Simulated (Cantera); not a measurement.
Cantera run:

```python
import numpy as np
import cantera as ct

gas_names = [...]  # 91 gases of nasa_gas.yaml made of C, Cl, H
cond_names = """
    C(gr) C6H6(L) C7H8(L) C8H18(L),n-octa
""".split()


# ... load() reads the species with a 1 bar reference pressure and builds the phases ...
atoms = {
    'CCl4': {'C': 1, 'CL': 4},
    'H2': {'H': 2},
}
top_T = {'C(gr)': 4500}  # K; cautious upper limits of use, not melting points


# ... equilibrate(T, P, feed) seeds the gas with the atoms and calls Mixture.equilibrate('TP', solver="vcs", rtol=1e-11, max_steps=5000) ...
results = []
feed = {'CCl4': 1, 'H2': 0.21}  # mol
P = 240  # Pa
for T in [650, 800, 950, 1100, 1250, 1400, 1550, 1700, 1850, 2000, 2150]:
    mix = equilibrate(T, P, feed)
    results.append((T, P, feed, dict(zip(mix.species_names, mix.species_moles))))
    x = sorted(zip(gas.X, gas.species_names), reverse=True)
    print(f"T = {T:g} K  P = {P:g} Pa  gas = {mix.phase_moles(0):.4g} mol")
    print("   x: " + "  ".join(f"{s} {v:.3e}" for v, s in x if v > 0.0001))
    print("   condensed (mol): " + ("  ".join(f"{mix.phase(i).name} {mix.phase_moles(i):.4g}"
          for i in range(1, mix.n_phases) if mix.phase_moles(i) > 1e-12) or "none"))
```

Result:

```
T = 650 K  P = 240 Pa  gas = 2.201 mol
   x: CL2 8.053e-01  HCL 1.908e-01  CCL4 3.892e-03
   condensed (mol): C(gr) 0.9914
T = 800 K  P = 240 Pa  gas = 2.21 mol
   x: CL2 8.096e-01  HCL 1.901e-01  CL 1.718e-04  CCL4 1.625e-04
   condensed (mol): C(gr) 0.9996
T = 950 K  P = 240 Pa  gas = 2.214 mol
   x: CL2 8.070e-01  HCL 1.897e-01  CL 3.244e-03
   condensed (mol): C(gr) 1
T = 1100 K  P = 240 Pa  gas = 2.241 mol
   x: CL2 7.851e-01  HCL 1.874e-01  CL 2.741e-02
   condensed (mol): C(gr) 1
T = 1250 K  P = 240 Pa  gas = 2.367 mol
   x: CL2 6.902e-01  HCL 1.775e-01  CL 1.323e-01
   condensed (mol): C(gr) 1
T = 1400 K  P = 240 Pa  gas = 2.748 mol
   x: CL2 4.555e-01  CL 3.916e-01  HCL 1.528e-01
   condensed (mol): C(gr) 1
T = 1550 K  P = 240 Pa  gas = 3.394 mol
   x: CL 6.978e-01  CL2 1.784e-01  HCL 1.237e-01
   condensed (mol): C(gr) 1
T = 1700 K  P = 240 Pa  gas = 3.823 mol
   x: CL 8.438e-01  HCL 1.099e-01  CL2 4.631e-02
   condensed (mol): C(gr) 1
T = 1850 K  P = 240 Pa  gas = 3.953 mol
   x: CL 8.819e-01  HCL 1.062e-01  CL2 1.183e-02
   condensed (mol): C(gr) 1
T = 2000 K  P = 240 Pa  gas = 3.986 mol
   x: CL 8.911e-01  HCL 1.052e-01  CL2 3.501e-03
   condensed (mol): C(gr) 1
T = 2150 K  P = 240 Pa  gas = 3.998 mol
   x: CL 8.938e-01  HCL 1.043e-01  CL2 1.210e-03  H 6.329e-04
   condensed (mol): C(gr) 1
```

These are equilibrium values from Cantera (NASA tables, ideal gas, pure condensed phases), not measurements of a reactor. Gases not in the tables: chlorinated aromatics.
